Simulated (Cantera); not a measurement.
What does this Cantera script print?

```python
import numpy as np
import cantera as ct

gas_names = [...]  # 109 gases of nasa_gas.yaml made of C, Cl, H, Si
cond_names = """
    C(gr) C6H6(L) C7H8(L) C8H18(L),n-octa Si(cr) Si(L) SiC(b)
""".split()


# ... load() reads the species with a 1 bar reference pressure and builds the phases ...
atoms = {
    'CH3SiCl3': {'C': 1, 'H': 3, 'Si': 1, 'CL': 3},
    'C2H2': {'C': 2, 'H': 2},
    'H2': {'H': 2},
    'C3H8': {'C': 3, 'H': 8},
}
top_T = {'C(gr)': 4500, 'SiC(b)': 3050}  # K; cautious upper limits of use, not melting points


# ... equilibrate(T, P, feed) seeds the gas with the atoms and calls Mixture.equilibrate('TP', solver="vcs", rtol=1e-11, max_steps=5000) ...
results = []
feed = {'CH3SiCl3': 1, 'C2H2': 0.047, 'H2': 2.9, 'C3H8': 0.89}  # mol
T = 2175  # K
P = 1000  # Pa
mix = equilibrate(T, P, feed)
results.append((T, P, feed, dict(zip(mix.species_names, mix.species_moles))))
print(gas.report(threshold=1e-06))
for i in range(1, mix.n_phases):
    print(f"{mix.phase(i).name:16s} {mix.phase_moles(i):12.5e} mol")
```

Result:

```
       temperature   2175 K
          pressure   1000 Pa
           density   0.00073129 kg/m^3
  mean mol. weight   13.225 kg/kmol
   phase of matter   gas

                          1 kg             1 kmol
                     ---------------   ---------------
          enthalpy         3.401e+06        4.4977e+07  J
   internal energy        2.0336e+06        2.6893e+07  J
           entropy             19295        2.5517e+05  J/K
    Gibbs function       -3.8567e+07       -5.1003e+08  J
 heat capacity c_p            2637.1             34874  J/K
 heat capacity c_v            2008.4             26560  J/K

                      mass frac. Y      mole frac. X     chem. pot. / RT
                     ---------------   ---------------   ---------------
               CH3        1.6198e-06        1.4248e-06           -40.086
               CH4        1.5041e-06        1.2399e-06           -52.466
               C2H        5.4416e-06        2.8751e-06           -18.274
             C2HCL        1.6288e-05        3.5614e-06           -43.562
    C2H2,acetylene         0.0029362         0.0014913           -30.654
              C4H2        5.1231e-06        1.3534e-06           -36.549
                CL          0.029821          0.011125           -25.287
                 H         0.0030417          0.039906            -12.38
               HCL           0.70389           0.25533           -37.667
                H2           0.10187           0.66826           -24.759
                Si         0.0060875         0.0028665           -8.6661
              SiC2        0.00098588        0.00025021           -14.561
              SiCL         0.0058844         0.0012248           -33.953
             SiCL2           0.14355          0.019178           -59.241
             SiCL3        0.00079589        7.8293e-05           -84.528
               SiH        0.00023965        0.00010893           -21.046
              SiH2        4.0021e-05        1.7583e-05           -33.425
               Si2        1.8432e-05        4.3396e-06           -17.332
              Si2C        0.00079504        0.00015421            -20.28
     [  +90 minor]        1.4981e-05         2.594e-06

C(gr)             2.96365e+00 mol
Si(L)             0.00000e+00 mol
SiC(b)            7.64498e-01 mol
```

Method: chemical equilibrium by Gibbs-energy minimisation in Cantera with the NASA 1993 tables (ideal gas, pure condensed phases). The feed counts by its element totals alone. The tables' values for SiCl, SiCl3 are old estimates; treat these amounts as uncertain. Gases not in the tables: Si2H6 and higher silanes.
